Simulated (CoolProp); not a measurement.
Vapour-liquid equilibrium of n-hexane (1) + cyclohexane (2) at 0.328 MPa; x and y are mole fractions of (1).

The numbers come from the multi-fluid Helmholtz-energy mixture model, Thol 2019 and Zhou 2014; pair parameters Bell 2016 in CoolProp.

```
x      bubble temperature (K)  y at the bubble point  dew temperature at overall composition x (K)  liquid density (mol/L)
-----  ----------------------  ---------------------  --------------------------------------------  ----------------------
0.05                    397.7                  0.070                                         398.0                   7.906
0.125                   396.2                  0.168                                         396.9                   7.790
0.2                     394.9                  0.259                                         395.7                     [?]
0.275                   393.6                  0.343                                         394.6                   7.564
0.35                    392.5                  0.423                                         393.5                   7.455
0.425                   391.4                  0.499                                         392.5                   7.347
0.5                     390.4                  0.571                                         391.4                   7.242
0.575                   389.4                  0.641                                         390.3                   7.138
0.65                    388.5                    [?]                                         389.3                   7.037
0.725                   387.6                    [?]                                         388.3                   6.938
0.8                     386.8                  0.837                                         387.3                   6.842
0.875                   386.0                  0.899                                         386.3                   6.747
0.95                    385.2                  0.960                                         385.3                   6.654
```

Task: Some entries are withheld; supply them.

Result: 
- 0.2, liquid density (mol/L): 7.676
- 0.65, y at the bubble point: 0.708
- 0.725, y at the bubble point: 0.774

No azeotrope shows between x = 0.05 and 0.95.

Pair parameters are fitted to limited data, so mixtures are less certain than the pure fluids.
